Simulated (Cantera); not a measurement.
A closed system holds: 1 mol SiO2, 0.36 mol Si, 6.2 mol N2, equilibrated at 7.50 Torr.

Cantera equilibrium calculation (NASA polynomials, part measured and part estimated; ideal gas, pure solids and liquids). Candidate condensed phases: Si, SiO2, Si2N2O, Si3N4; 16 gas species. The tables hold silica as quartz up to 1696 K and as liquid above; real silica turns to tridymite and cristobalite and melts near 1996 K. Rates play no part. All values below are at 1900 K.

Base state: N2 0.896, SiO 0.104 (mole fractions); condensed: SiO2(condensed).

Q: What changes in the equilibrium state with this change: Si from 0.36 to 0.18 mol?

A: 
| species | before | after |
|---|---|---|
| N2 | 0.896 | 0.945 |
| SiO | 0.104 | 0.0549 |
| SiO2(condensed), mol | 0.640 | 0.820 |
